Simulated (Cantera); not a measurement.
## Adiabatic ignition

An adiabatic, constant-pressure homogeneous reactor starts with 22.9 % H2, 14.3 % O2, 62.9 % N2, equivalence ratio 0.80, at 1225 K and 20.0 bar.

Computed with Cantera and the H2/O2 subset of GRI-Mech 3.0, which has no nitrogen chemistry. The hydrogen kinetics of GRI-Mech 3.0 are dated; newer H2 mechanisms differ, most at raised pressure. The pressure lies above the range GRI-Mech 3.0 was tuned for (to about 10 atm).

```csv
t (s),T (K),x H2,x O2,x H2O2,x HO2,x OH,x O
8.00e-6,1225,0.229,0.143,2.21e-7,2.07e-6,1.87e-9,2.93e-9
1.70e-5,1225,0.229,0.143,1.15e-6,6.57e-6,5.89e-9,7.94e-9
3.60e-5,1225,0.229,0.143,1.19e-5,3.83e-5,4.82e-8,5.46e-8
7.64e-5,1266,0.223,0.140,0.000643,0.000459,7.34e-6,5.40e-6
0.000162,2735,0.00526,0.0308,2.14e-6,1.96e-5,0.0129,0.00165
0.000344,2735,0.00526,0.0308,2.14e-6,1.96e-5,0.0129,0.00165
0.000730,2735,0.00526,0.0308,2.14e-6,1.96e-5,0.0129,0.00165
0.00155,2735,0.00526,0.0308,2.14e-6,1.96e-5,0.0129,0.00165
0.00329,2735,0.00526,0.0308,2.14e-6,1.96e-5,0.0129,0.00165
0.00697,2735,0.00526,0.0308,2.14e-6,1.96e-5,0.0129,0.00165
0.0148,2735,0.00526,0.0308,2.14e-6,1.96e-5,0.0129,0.00165
0.0314,2735,0.00526,0.0308,2.14e-6,1.96e-5,0.0129,0.00165
0.0666,2735,0.00526,0.0308,2.14e-6,1.96e-5,0.0129,0.00165
0.141,2735,0.00526,0.0308,2.14e-6,1.96e-5,0.0129,0.00165
0.300,2735,0.00526,0.0308,2.14e-6,1.96e-5,0.0129,0.00165
```
x: mole fraction; the columns are a selection and need not sum to one.

| Quantity | Result |
|---|---|
| time of steepest temperature rise | 81.7 µs |
| temperature at 0.300 s | 2735 K |
| equilibrium temperature | 2735 K |
| x(H2) at 0.300 s | 0.00526 (gas-phase equilibrium 0.00526) |
| x(O2) at 0.300 s | 0.0308 (gas-phase equilibrium 0.0308) |
| x(H2O2) at 0.300 s | 2.14e-6 (gas-phase equilibrium 2.14e-6) |
